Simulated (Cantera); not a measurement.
A freely propagating, adiabatic, planar premixed flame of 24.2 % CO, 4.36 % H₂, 16.6 % O₂, 54.8 % N₂, equivalence ratio 0.86, unburnt at 450 K and 1.00 bar; mixture-averaged transport, grid criteria slope 0.08 and curve 0.16, no radiation.

Cantera simulation using GRI-Mech 3.0 (53 species, 325 reactions); the numbers are that mechanism's predictions, not measurements. Burning velocities carry a grid error of a few per cent, more on coarse grids.

Predict: laminar burning velocity; thermal thickness; peak x(H); peak x(H₂O₂).


```json
{
  "laminar_burning_velocity": "115 cm/s",
  "thermal_thickness": "0.655 mm",
  "peak x(H)": "0.0118",
  "peak x(H₂O₂)": "5.71e-5"
}
```
